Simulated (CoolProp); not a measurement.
Vapour-liquid equilibrium of R143a (1) + dimethyl ether (2) at 0.09 MPa; x and y are mole fractions of (1).

Computed with CoolProp (multi-fluid Helmholtz-energy mixture model, Lemmon and Jacobsen 2000 and Wu 2011; pair parameters Bell 2016).

| x | bubble temperature (°C) | y at the bubble point | dew temperature at overall composition x (°C) | liquid density (mol/L) |
|---|---|---|---|---|
| 0.05 | -29.7 | 0.138 | -28.3 | 15.95 |
| 0.2 | -35.1 | 0.426 | -30.8 | 15.65 |
| 0.35 | -39.1 | 0.607 | -33.6 | 15.33 |
| 0.5 | -42.2 | 0.734 | -36.7 | 15.01 |
| 0.65 | -44.8 | 0.830 | -40.1 | 14.69 |
| 0.8 | -47.1 | 0.909 | -44.0 | 14.37 |
| 0.95 | -49.1 | 0.978 | -48.3 | 14.06 |

No azeotrope shows between x = 0.05 and 0.95.

Pair parameters are fitted to limited data, so mixtures are less certain than the pure fluids.
